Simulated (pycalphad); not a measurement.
CALPHAD calculation (pycalphad, COST 507 light-alloy database (1999)), 1 atm. These are 1990s assessments: newer ones move some temperatures and phases. Diffusion is slow at the low end, where real alloys seldom reach equilibrium.

Question: How does the equilibrium phase assembly of Al-0.3947Si-4.285C (wt.%) change on cooling from 1850 K to 500 K?

Answer: 
```tsv
T (K)	phases above	phases below
930.7	AL4C3 + LIQUID	AL4C3 + FCC_A1 + LIQUID
927.8	AL4C3 + FCC_A1 + LIQUID	AL4C3 + AL8SIC7 + FCC_A1
```
Changes were sought between steps of 50 K, so a narrower field can be missed. At the top of the range, 1850 K, the alloy is not yet fully liquid: it holds LIQUID + AL4C3.

Database names, with the compositions (at.%) that they take in these runs: AL4C3: Al 57 C 43; AL8SIC7: Al 50 C 44 Si 6. FCC_A1 is fcc.
